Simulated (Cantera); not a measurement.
Feed: 1 mol Si₂H₆, 0.11 mol O₂, 7.6 mol H₂, held at 1523 K and 0.00100 bar.

These are equilibrium values from Cantera (NASA tables, ideal gas, pure condensed phases), not measurements of a reactor. Candidate condensed phases: H₂O, Si, SiO₂; 18 gas species. The feed counts by its element totals alone. Kinetics and transport are ignored.

Base state: H₂ 0.979, SiO 0.0203, H 0.000723, Si 1.80e-5 (mole fractions); condensed: Si(s).

What changes in the equilibrium state with this change: 0.4 mol HCl added?


| species | before | after |
|---|---|---|
| H₂ | 0.979 | 0.947 |
| HCl | 0 | 0.0296 |
| SiO | 0.0203 | 0.0196 |
| SiCl₂ | 0 | 0.00301 |
| Cl | 0 | 1.78e-5 |
| SiCl | 0 | 1.04e-5 |
| H | 0.000723 | 0.000711 |
| Si | 1.80e-5 | 1.80e-5 |
| Si(s), mol | 1.78 | 1.75 |
The tables' values for SiCl are old estimates; treat these amounts as uncertain.
